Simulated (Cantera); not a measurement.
An isothermal, constant-pressure homogeneous reactor starts with CH4 : H2 : O2 : H2O = 0.026 : 1 : 0.0055 : 0.079 (molar parts), at 2900 K and 66.8 Torr.

Model: GRI-Mech 3.0 (53 species, 325 reactions), integrated in Cantera.

x: mole fraction; the columns are a selection and need not sum to one.

```csv
t (s),x CH4,x H2,x O2,x OH,x CH2,x CO,x C2H4
2.00e-6,0.0221,0.898,0.00489,6.29e-5,4.19e-6,9.62e-8,2.71e-7
1.20e-5,0.0178,0.886,0.00383,0.000403,0.000115,4.07e-5,3.58e-5
7.19e-5,0.00533,0.856,1.13e-5,0.00132,0.000413,0.00249,6.36e-5
0.000431,?,0.847,?,?,?,?,?
0.00258,1.14e-10,0.800,5.68e-6,0.00238,8.21e-11,0.0208,<1e-12
0.0155,1.62e-12,0.662,?,?,8.24e-12,0.0192,<1e-12
0.0928,<1e-12,0.627,4.34e-5,0.00581,5.80e-12,0.0188,<1e-12
0.557,<1e-12,0.627,4.34e-5,0.00581,5.80e-12,0.0188,<1e-12
3.34,<1e-12,0.627,4.34e-5,0.00581,5.80e-12,0.0188,<1e-12
20.0,<1e-12,0.627,4.34e-5,0.00581,5.80e-12,0.0188,<1e-12
```

### Question
Fill in the missing entries.

### Answer

- 0.000431, x CH4: 0.000480
- 0.000431, x O2: 2.23e-6
- 0.000431, x OH: 0.00155
- 0.000431, x CH2: 0.000103
- 0.000431, x CO: 0.0148
- 0.000431, x C2H4: 1.78e-6
- 0.0155, x O2: 3.22e-5
- 0.0155, x OH: 0.00514
